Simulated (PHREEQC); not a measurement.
# Brine: an equilibrium model

A solution holds 1.9 mol LiCl, 4.4 mol CaCl2 and 1.8 mol MgCl2 per kg of water, at 25 °C. Closed to the air; pH follows from the charge balance.

All values are PHREEQC results (Pitzer model, pitzer.dat), not measurements.

Precipitation was switched off in this run.

Estimate the activity of water, density.

activity of water 0.235; density 1.394 g/cm³.

Complexes and solids missing from the database can't appear.
